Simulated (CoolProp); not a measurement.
R13 at several states: density (kg/m³) from the reference equation and from simpler models built on Tc = 29.9 °C, pc = 3.973 MPa, ω = 0.175; each cubic takes its own stable root.

Computed with CoolProp (reference Helmholtz-energy equation of state, Platzer 1990). This equation is an older, rougher fit; its heat capacities, sound speeds and derivatives of the liquid may be far off and weren't checked against measurements.

```
T (°C)   p (MPa)   phase  reference  van der Waals  Redlich-Kwong  Soave-Redlich-Kwong  Peng-Robinson
-------  -------  ------  ---------  -------------  -------------  -------------------  -------------
-60.05    0.0826     gas      4.985          4.940          4.965                4.971          4.976
42.35      0.764     gas      32.34          32.16          32.38                32.35          32.59
96.95      0.595     gas      20.73          20.77          20.79                20.74          20.83
-169.05   0.0747  liquid       1830           1166           1739                 1740           1949
-158.35   0.0391  liquid       1794           1148           1712                 1716           1924
```
